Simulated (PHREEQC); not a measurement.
A made-up water analysis in mmol/kgw, 25 °C, pH 3.07, pe 8.4: Na 13.8; K 0.147; Ca 11.4; Mg 12.2; Cl 8.78; S(6) 35.8; Cu(2) 0.012; N(5) 1.37; Zn 0.952; Br 0.514; Al 6.49.

Valence states are taken as typed.

The numbers come from PHREEQC with the ion-association model, phreeqc.dat.

Each row changes one thing in this solution. No solid was allowed to form.

```json
[
 {"case": "as made", "ionic strength (mol/kgw)": "0.0875", "SO4-2 (mol/kgw)": "0.0185", "Na+ (mol/kgw)": "0.0133", "Ca+2 (mol/kgw)": "0.00753", "Mg+2 (mol/kgw)": "0.00719", "MgSO4 (mol/kgw)": "0.00501", "SI of Gypsum (CaSO4:2H2O)": "-0.08", "SI of Gibbsite (Al(OH)3)": "-2.70"},
 {"case": "Na from 13.8 to 6.9 mmol/kgw", "ionic strength (mol/kgw)": "0.0837", "SO4-2 (mol/kgw)": "0.0185", "Na+ (mol/kgw)": "0.00666", "Ca+2 (mol/kgw)": "0.00746", "Mg+2 (mol/kgw)": "0.00711", "MgSO4 (mol/kgw)": "0.00509", "SI of Gypsum (CaSO4:2H2O)": "-0.07", "SI of Gibbsite (Al(OH)3)": "-2.71"},
 {"case": "S(6) from 35.8 to 71.6 mmol/kgw", "ionic strength (mol/kgw)": "0.136", "SO4-2 (mol/kgw)": "0.0473", "Na+ (mol/kgw)": "0.0128", "Ca+2 (mol/kgw)": "0.00574", "Mg+2 (mol/kgw)": "0.00517", "MgSO4 (mol/kgw)": "0.00702", "SI of Gypsum (CaSO4:2H2O)": "+0.09", "SI of Gibbsite (Al(OH)3)": "-3.12"}
]
```

Some of these states are supersaturated (in Gypsum, for instance).
